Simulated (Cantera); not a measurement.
Charge: 1 mol CuO, 0.52 mol C, 2.4 mol H₂, held at 1450 °C and 1.30 bar.

Method: chemical equilibrium by Gibbs-energy minimisation in Cantera with the NASA 1993 tables (ideal gas, pure condensed phases). Candidate condensed phases: C, C₆H₆, C₇H₈, C₈H₁₈, Cu, CuO, Cu(OH)₂, Cu₂O, H₂O; 113 gas species. Kinetics and transport are ignored.

Base state: H₂ 0.668, CO 0.167, H₂O 0.153, CO₂ 0.0109, Cu 0.000164, H 0.000131 (mole fractions); condensed: Cu(l).

### Question
What changes in the equilibrium state with this change: temperature from 1450 °C to 2302 °C?

### Answer
```csv
species,before,after
H₂,0.668,0.509
Cu,0.000164,0.203
CO,0.167,0.134
H,0.000131,0.0217
CO₂,0.0109,0.00504
H₂O,0.153,0.122
O,<1e-9,3.24e-5
CuO,<1e-9,2.83e-5
Cu₂,2.22e-7,0.00362
OH,1.65e-6,0.00117
"Cu(l), mol",1.000,0.217
```
